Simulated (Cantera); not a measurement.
Reactions in the system Cr-N-O

Source: NASA polynomial tables (part measured, part estimated), evaluated in Cantera. Values are per mole of reaction as written; species without (g) are pure solids or liquids, kept so even where they would boil at 1 bar.

2 Cr + 3 NO2(g) ⇌ 3 NO(g) + Cr2O3

```csv
T (K),ΔH° (kJ),ΔS° (J/K),ΔG° (kJ),log10 K
300,-963.8,-55.4,-947.2,164.91
750,-952.4,-29.8,-930.0,64.77
825,-951.4,-28.5,-927.9,58.75
900,-950.6,-27.6,-925.8,53.73
975,-950.0,-26.9,-923.7,49.49
1050,-949.5,-26.5,-921.7,45.85
1125,-949.3,-26.2,-919.7,42.70
1200,-949.2,-26.2,-917.8,39.95
1275,-949.3,-26.3,-915.8,37.52
1350,-949.6,-26.5,-913.8,35.36
1425,-950.1,-26.9,-911.8,33.42
```
